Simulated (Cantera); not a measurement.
An isothermal, constant-pressure homogeneous reactor starts with C₂H₆ : N₂ = 1 : 62 (molar parts), at 1775 K and 0.760 bar.

Cantera simulation using GRI-Mech 3.0 (53 species, 325 reactions); the numbers are that mechanism's predictions, not measurements. GRI-Mech 3.0 stops at C3 and has no aromatics, soot or wall deposition, so with more carbon than oxygen in the feed, carbon stays in small species such as C2H2 where larger ones or solid carbon would form.

x: mole fraction; the columns are a selection and need not sum to one.

```
t (s)       x C₂H₆       x H     x CH₃    x HCN   x C₂H₄     x CH₄
--------  --------  --------  --------  -------  -------  --------
1.00e-5     0.0118  0.000226   0.00436  3.94e-7        ?  0.000331
4.19e-5    0.00235  0.000450   0.00344  7.89e-6        ?   0.00264
0.000176   4.94e-5  0.000190  0.000603  1.43e-5        ?   0.00371
0.000737   5.09e-6   6.69e-5  0.000186  1.51e-5        ?   0.00355
0.00309    2.10e-6   4.84e-5  0.000118  1.54e-5        ?   0.00321
0.0129     1.08e-6   5.09e-5   8.53e-5  1.61e-5        ?   0.00230
0.0543     2.22e-7   5.50e-5   3.89e-5  1.79e-5        ?   0.00103
0.228      1.95e-8   5.76e-5   1.16e-5  2.07e-5  9.98e-6  0.000302
0.954      1.42e-9   5.84e-5   3.05e-6  2.38e-5  9.88e-6   7.93e-5
4.00      3.45e-10   5.86e-5   1.37e-6  2.85e-5  9.90e-6   3.55e-5
```

### Question
Fill in the missing entries.

### Answer

- 1.00e-5, x C₂H₄: 0.00133
- 4.19e-5, x C₂H₄: 0.00731
- 0.000176, x C₂H₄: 0.00291
- 0.000737, x C₂H₄: 0.000479
- 0.00309, x C₂H₄: 4.63e-5
- 0.0129, x C₂H₄: 2.56e-5
- 0.0543, x C₂H₄: 1.25e-5
